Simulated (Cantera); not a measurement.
An adiabatic, constant-pressure homogeneous reactor starts with 8.82 % C3H8, 19.1 % O2, 72.0 % N2, equivalence ratio 2.3, at 1275 K and 2200000 Pa.

Detailed kinetics in Cantera: GRI-Mech 3.0 (53 species, 325 reactions). GRI-Mech 3.0 was tuned for natural gas; its chemistry of propane as a main component is partial and can be far from experiment. The pressure lies above the range GRI-Mech 3.0 was tuned for (to about 10 atm).

One state of this run: T (K) = 2266; x C3H8 = <1e-12; x O2 = 2.11e-8; x C2H2 = 3.82e-5; x HO2 = 7.71e-11; x OH = 4.59e-5; x CH2 = 3.74e-8; x C2H = 6.29e-9. x: mole fraction; the columns are a selection and need not sum to one.

### Question
Which value of t (s) does it belong to?
A) 8.00e-6
B) 0.00109
C) 0.00220
D) 0.0737

### Answer
C, 0.00220
